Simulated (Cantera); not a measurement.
Charge: 1 mol C, 0.089 mol CO₂, 11 mol H₂, equilibrated at 1.00 bar.

Cantera equilibrium calculation (NASA polynomials, part measured and part estimated; ideal gas, pure solids and liquids). Candidate condensed phases: C, C₆H₆, C₇H₈, C₈H₁₈, H₂O; 110 gas species. Kinetics and transport are ignored. All values below are at 1675 K.

Base state: H₂ 0.983, CO 0.0159, CH₄ 0.00116, H 0.000115, C₂H₂ (acetylene) 5.71e-5 (mole fractions); condensed: C(graphite).

Q: What changes in the equilibrium state with this change: pressure from 1.00 bar to 89.0 mbar?

A: 
```json
[
 {"species": "H₂", "before": "0.983", "after": "0.984"},
 {"species": "CO", "before": "0.0159", "after": "0.0159"},
 {"species": "H", "before": "0.000115", "after": "0.000386"},
 {"species": "CH₄", "before": "0.00116", "after": "0.000104"},
 {"species": "C₂H₂ (acetylene)", "before": "5.71e-5", "after": "5.71e-5"},
 {"species": "C(graphite), mol", "before": "0.897", "after": "0.909"}
]
```
